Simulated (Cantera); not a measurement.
A Cantera script and what it prints.

```python
import numpy as np
import cantera as ct

gas_names = """
    H H2 H2S N NH NH2 NH3 N2 N2H2 N2H4 Pb PbS Pb2 S SH SN S2 S8
""".split()
cond_names = """
    Pb(cr) Pb(L) PbS(s) PbS(L) S(cr1) S(cr2) S(L)
""".split()


# ... load() reads the species with a 1 bar reference pressure and builds the phases ...
atoms = {
    'PbS': {'Pb': 1, 'S': 1},
    'H2': {'H': 2},
    'N2': {'N': 2},
}
top_T = {}  # K; cautious upper limits of use, not melting points


# ... equilibrate(T, P, feed) seeds the gas with the atoms and calls Mixture.equilibrate('TP', solver="vcs", rtol=1e-11, max_steps=5000) ...
results = []
feed = {'PbS': 1, 'H2': 62, 'N2': 28}  # mol
T = 823  # K
for P in [10, 42, 180, 750, 3200, 13000, 56000, 240000, 1000000]:
    mix = equilibrate(T, P, feed)
    results.append((T, P, feed, dict(zip(mix.species_names, mix.species_moles))))

top = {s: max(r[3][s] / sum(r[3][g] for g in gas_names) for r in results) for s in gas_names}
cols = sorted((s for s in top if top[s] > 1e-05), key=lambda s: -top[s])[:5]
seen = [c for c in cond_names if any(r[3].get(c, 0) > 1e-12 for r in results)]
print("log10 of partial pressures in bar; condensed amounts in mol")
print(f"{'P/Pa':>10s}" + "".join(f"{s[:9]:>10s}" for s in cols + seen))
for T, P, feed, n in results:
    ng = sum(n[g] for g in gas_names)
    print(f"{P:10.4g}" + "".join(f"{np.log10(max(n[s] / ng * P / 1e5, 1e-99)):10.3f}" for s in cols)
          + "".join(f"{n.get(c, 0):10.4g}" for c in seen))
```

It prints:

```
log10 of partial pressures in bar; condensed amounts in mol
      P/Pa        H2        N2       NH3       PbS       H2S     Pb(L)    PbS(s)
        10    -4.165    -4.509   -11.124    -6.535    -6.762   0.03506    0.5797
        42    -3.540    -3.884    -9.875    -6.535    -6.137    0.1276    0.7809
       180    -2.908    -3.252    -8.610    -6.535    -5.505    0.1497     0.829
       750    -2.288    -2.632    -7.370    -6.535    -4.885    0.1548    0.8401
      3200    -1.658    -2.002    -6.110    -6.535    -4.255     0.156    0.8428
   1.3e+04    -1.049    -1.393    -4.893    -6.535    -3.646    0.1563    0.8434
   5.6e+04    -0.415    -0.759    -3.624    -6.535    -3.012    0.1563    0.8437
   2.4e+05     0.216    -0.127    -2.362    -6.535    -2.381    0.1558    0.8442
     1e+06     0.833     0.491    -1.127    -6.535    -1.764    0.1539    0.8461
```

Equilibrium computed with Cantera from the NASA thermochemical tables; the gas is ideal and each condensed phase is pure.
